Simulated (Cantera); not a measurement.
Input (Python, Cantera):

```python
import numpy as np
import cantera as ct

gas = ct.Solution("gri30.yaml")
gas.TPX = 1375, 13000, {'H2': 1.1, 'O2': 1, 'N2': 6.4}
reactor = ct.IdealGasConstPressureReactor(gas, energy="off", clone=False)
net = ct.ReactorNet([reactor])
net.rtol, net.atol = 1e-08, 1e-18
show = ['H2', 'O2', 'OH', 'O', 'NO2']
times = np.geomspace(2e-06, 20, 11)

steps = ct.SolutionArray(gas, extra=["t"])
rows = []
print(f"{'t/s':>10s}{'T/K':>9s}{'P/Pa':>11s}" + "".join(f"{s:>11s}" for s in show))
for t in times:
    while net.time < t:
        t_next = net.step()
        steps.append(gas.state, t=t_next)
    rows.append([np.interp(t, steps.t, y) for y in (steps.T, steps.P, *steps(*show).X.T)])
    print(f"{t:10.3e}{rows[-1][0]:9.1f}{rows[-1][1]:11.4g}" + "".join(f"{x:11.3e}" for x in rows[-1][2:]))
rate = np.gradient(steps.T, steps.t)
print("integrator steps:", len(steps.t))
if steps.T.max() > steps.T[0] + 200:
    print(f"time of steepest temperature rise: {steps.t[rate.argmax()]:.4e} s")
gas.TPX = 1375, 13000, {'H2': 1.1, 'O2': 1, 'N2': 6.4}
gas.equilibrate("TP")
print(f"equilibrium (TP): T = {gas.T:.1f} K  " + "  ".join(f"{s} {gas[s].X[0]:.3e}" for s in show))
```

It prints:

```
       t/s      T/K       P/Pa         H2         O2         OH          O        NO2
 2.000e-06   1375.0    1.3e+04  1.294e-01  1.176e-01  2.126e-10  2.320e-10  1.417e-28
 1.002e-05   1375.0    1.3e+04  1.294e-01  1.176e-01  3.255e-09  4.163e-09  2.911e-25
 5.024e-05   1375.0    1.3e+04  1.294e-01  1.176e-01  1.154e-07  1.583e-07  1.020e-21
 2.518e-04   1375.0    1.3e+04  3.102e-02  7.159e-02  6.565e-03  1.603e-02  6.790e-12
 1.262e-03   1375.0    1.3e+04  1.063e-02  5.955e-02  5.072e-03  1.188e-02  4.335e-10
 6.325e-03   1375.0    1.3e+04  1.791e-03  5.640e-02  1.996e-03  1.509e-03  2.516e-09
 3.170e-02   1375.0    1.3e+04  6.311e-05  5.650e-02  3.736e-04  5.183e-05  2.148e-08
 1.589e-01   1375.0    1.3e+04  4.636e-06  5.657e-02  1.030e-04  3.920e-06  2.501e-08
 7.962e-01   1375.0    1.3e+04  7.894e-07  5.658e-02  4.271e-05  6.748e-07  2.580e-08
 3.991e+00   1375.0    1.3e+04  4.971e-07  5.658e-02  3.381e-05  4.231e-07  3.126e-08
 2.000e+01   1375.0    1.3e+04  4.966e-07  5.658e-02  3.380e-05  4.227e-07  3.127e-08
integrator steps: 1992
equilibrium (TP): T = 1375.0 K  H2 4.973e-07  O2 5.643e-02  OH 3.377e-05  O 4.221e-07  NO2 5.005e-07
```

Model: GRI-Mech 3.0 (53 species, 325 reactions), integrated in Cantera. The temperature is held fixed by assumption; the heat of reaction is taken as removed at once.
